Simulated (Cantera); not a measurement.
Cantera run:

```python
import numpy as np
import cantera as ct

gas_names = """
    CL CL2 H HCL H2 Si SiCL SiCL2 SiCL3 SiCL4 SiH SiHCL3 SiH2 SiH2CL2 SiH3 SiH3CL SiH4 Si2 Si3
""".split()
cond_names = """
    Si(cr) Si(L)
""".split()


# ... load() reads the species with a 1 bar reference pressure and builds the phases ...
atoms = {
    'Si': {'Si': 1},
    'HCl': {'H': 1, 'CL': 1},
    'H2': {'H': 2},
}
top_T = {}  # K; cautious upper limits of use, not melting points


# ... equilibrate(T, P, feed) seeds the gas with the atoms and calls Mixture.equilibrate('TP', solver="vcs", rtol=1e-11, max_steps=5000) ...
results = []
feed = {'Si': 1, 'HCl': 0.73, 'H2': 3.2}  # mol
P = 100000  # Pa
for T in [598, 748, 898, 1048, 1198, 1348, 1498, 1648]:
    mix = equilibrate(T, P, feed)
    results.append((T, P, feed, dict(zip(mix.species_names, mix.species_moles))))

top = {s: max(r[3][s] / sum(r[3][g] for g in gas_names) for r in results) for s in gas_names}
cols = sorted((s for s in top if top[s] > 0.0001), key=lambda s: -top[s])[:9]
seen = [c for c in cond_names if any(r[3].get(c, 0) > 1e-12 for r in results)]
print("log10 of partial pressures in bar; condensed amounts in mol")
print(f"{'T/K':>10s}" + "".join(f"{s[:9]:>10s}" for s in cols + seen))
for T, P, feed, n in results:
    ng = sum(n[g] for g in gas_names)
    print(f"{T:10.4g}" + "".join(f"{np.log10(max(n[s] / ng * P / 1e5, 1e-99)):10.3f}" for s in cols)
          + "".join(f"{n.get(c, 0):10.4g}" for c in seen))
```

Result:

```
log10 of partial pressures in bar; condensed amounts in mol
       T/K        H2       HCL     SiCL2     SiCL4    SiHCL3     SiCL3   SiH2CL2    Si(cr)
       598    -0.025    -4.573    -9.482    -1.544    -1.577    -7.094    -2.913    0.7906
       748    -0.025    -3.313    -6.666    -1.532    -1.602    -5.237    -2.808    0.7917
       898    -0.026    -2.482    -4.807    -1.529    -1.629    -4.011    -2.752    0.7952
      1048    -0.029    -1.901    -3.504    -1.552    -1.670    -3.159    -2.732    0.8044
      1198    -0.036    -1.489    -2.570    -1.639    -1.756    -2.577    -2.757    0.8205
      1348    -0.048    -1.215    -1.934    -1.872    -1.951    -2.253    -2.867    0.8347
      1498    -0.059    -1.073    -1.581    -2.359    -2.333    -2.222    -3.106    0.8366
      1648    -0.064    -1.027    -1.440    -3.045    -2.859    -2.414    -3.441    0.8324
```

Cantera equilibrium calculation (NASA polynomials, part measured and part estimated; ideal gas, pure solids and liquids). The tables' values for SiCl3 are old estimates; treat these amounts as uncertain.
